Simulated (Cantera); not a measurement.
A closed system holds: 1 mol c-C4F8, 0.036 mol HCl, 0.27 mol H2, 0.025 mol Si, at 1698 K and 32.0 Pa.

Equilibrium computed with Cantera from the NASA thermochemical tables; the gas is ideal and each condensed phase is pure. The feed counts by its element totals alone. Gases not in the tables: C2F6 and larger saturated fluorocarbons. Rates play no part.

```
species            before     after
----------------  -------  --------
CF4                 0.705     0.733
HF                  0.228     0.232
Cl                 0.0142    0.0141
CF2                0.0271   0.00722
F                  0.0146   0.00196
SiF4              0.00988    0.0101
Cl2               1.78e-6   2.59e-5
CClF3             1.85e-5  0.000142
HCl               2.76e-5  0.000208
CF                1.15e-5   1.55e-6
CF3               0.00150  0.000788
C(graphite), mol     2.14      2.16
```
Gas species are given as mole fractions.

Question: What was changed between the two runs?
A) HCl from 0.036 to 0.06 mol
B) temperature from 1698 K to 798 K
C) pressure from 32.0 Pa to 4.70 mbar
D) HCl from 0.036 to 0.13 mol

Answer: C, pressure from 32.0 Pa to 4.70 mbar
